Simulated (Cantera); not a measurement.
Charge: 1 mol NF3, 2.1 mol H2O, 4.9 mol H2, 0.021 mol O2, held at 2252 °C and 62.0 Pa.

Equilibrium computed with Cantera from the NASA thermochemical tables; the gas is ideal and each condensed phase is pure. Candidate condensed phases: H2O; 40 gas species. The numbers say what is thermodynamically allowed, not how fast it happens.

Base state: H 0.428, HF 0.231, H2 0.145, O 0.0628, H2O 0.0513, N2 0.0381, OH 0.0324, O2 0.00911 (mole fractions); condensed: gas only.

Question: What changes in the equilibrium state with this change: temperature from 2252 °C to 1527 °C?

Answer: 
| species | before | after |
|---|---|---|
| H2 | 0.145 | 0.367 |
| HF | 0.231 | 0.332 |
| H2O | 0.0513 | 0.237 |
| H | 0.428 | 0.00871 |
| O | 0.0628 | 6.81e-6 |
| OH | 0.0324 | 0.000371 |
| N2 | 0.0381 | 0.0553 |
| O2 | 0.00911 | 1.94e-6 |
| F | 0.00152 | 1.31e-6 |
| NO | 0.00110 | 3.35e-6 |
